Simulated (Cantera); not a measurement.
Source: NASA polynomial tables (part measured, part estimated), evaluated in Cantera. Values are per mole of reaction as written; species without (g) are pure solids or liquids, kept so even where they would boil at 1 bar.

H2O2(g) + 2 Fe(OH)2 ⇌ 2 Fe(OH)3, with ΔH° = -380.9 kJ and ΔS° = -201.2 J/K at 300 K.

### Question
How far is the shortcut ΔG° ≈ ΔH°(300 K) − T·ΔS°(300 K) from the full temperature-dependent value at 723, 823, 923, 1023, 1123, 1223, 1323, 1423 K?

### Answer
| T (K) | shortcut (kJ) | full (kJ) | difference (kJ) | difference in log10 K |
|---|---|---|---|---|
| 723 | -235.4 | -232.3 | -3.1 | 0.22 |
| 823 | -215.3 | -211.5 | -3.8 | 0.24 |
| 923 | -195.2 | -190.9 | -4.2 | 0.24 |
| 1023 | -175.0 | -170.5 | -4.5 | 0.23 |
| 1123 | -154.9 | -150.3 | -4.6 | 0.22 |
| 1223 | -134.8 | -130.3 | -4.5 | 0.19 |
| 1323 | -114.7 | -110.5 | -4.2 | 0.16 |
| 1423 | -94.5 | -91.0 | -3.6 | 0.13 |
The shortcut ignores the heat-capacity change of the reaction.
